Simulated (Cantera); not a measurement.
## B₂O₃ + O₂ + H₂ (boron, boron nitride and boron oxide)

Input: 1 mol B₂O₃, 0.88 mol O₂, a varied amount of H₂, held at 1752 °C and 0.225 Torr.

These are equilibrium values from Cantera (NASA tables, ideal gas, pure condensed phases), not measurements of a reactor. Candidate condensed phases: B, B₂O₃, B₃O₃H₃, H₂O; 23 gas species. Equilibrium is a limit: real reactors are often held back by kinetics, nucleation or transport.

| n(H₂) (mol) | x HBO₂ | x O₂ | x B₂O₃ | x H₂O | x BO₂ | x H₂ | x H | x O | x OH |
|---|---|---|---|---|---|---|---|---|---|
| 0.24 | 0.192 | 0.316 | 0.314 | 0.0128 | 0.126 | 0.000456 | 0.00237 | 0.0262 | 0.00694 |
| 0.3 | 0.229 | 0.299 | 0.292 | 0.0195 | 0.120 | 0.000716 | 0.00297 | 0.0255 | 0.00846 |
| 0.38 | 0.272 | 0.277 | 0.266 | 0.0303 | 0.112 | 0.00116 | 0.00378 | 0.0246 | 0.0103 |
| 0.49 | 0.322 | 0.247 | 0.235 | 0.0480 | 0.103 | 0.00194 | 0.00489 | 0.0232 | 0.0127 |
| 0.62 | 0.368 | 0.215 | 0.204 | 0.0722 | 0.0923 | 0.00313 | 0.00622 | 0.0216 | 0.0150 |
| 0.78 | 0.410 | 0.177 | 0.174 | 0.105 | 0.0811 | 0.00503 | 0.00788 | 0.0196 | 0.0173 |
| 0.99 | 0.447 | 0.132 | 0.143 | 0.152 | 0.0685 | 0.00838 | 0.0102 | 0.0170 | 0.0192 |
| 1.3 | 0.476 | 0.0746 | 0.112 | 0.219 | 0.0525 | 0.0161 | 0.0141 | 0.0128 | 0.0201 |
| 1.6 | 0.483 | 0.0315 | 0.0920 | 0.275 | 0.0383 | 0.0311 | 0.0196 | 0.00828 | 0.0181 |
| 2 | 0.458 | 0.00479 | 0.0763 | 0.299 | 0.0218 | 0.0868 | 0.0327 | 0.00323 | 0.0118 |
x: gas mole fraction; nothing condenses.

From 0.24 mol H₂ to 2 mol H₂ nothing is condensed. The main B-bearing gas is B₂O₃ at 0.24 mol H₂ and HBO₂ at 2 mol H₂.
